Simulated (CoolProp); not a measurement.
Vapour-liquid equilibrium of carbon dioxide (1) + sulfur dioxide (2) at 226.3 K; x and y are mole fractions of (1).

Model: multi-fluid Helmholtz-energy mixture model, Span 1996 and Gao 2016; pair parameters Bell 2016, in CoolProp.

Give the bubble pressure and the first vapour's composition at x = 0.05, 0.2, 0.5. Is there an azeotrope?

x = 0.05: 0.06541 MPa, y = 0.791; x = 0.2: 0.2119 MPa, y = 0.943; x = 0.5: 0.4484 MPa, y = 0.980. No azeotrope shows between x = 0.05 and 0.95.

The pair parameters rest on a limited set of measurements; away from them the model extrapolates.
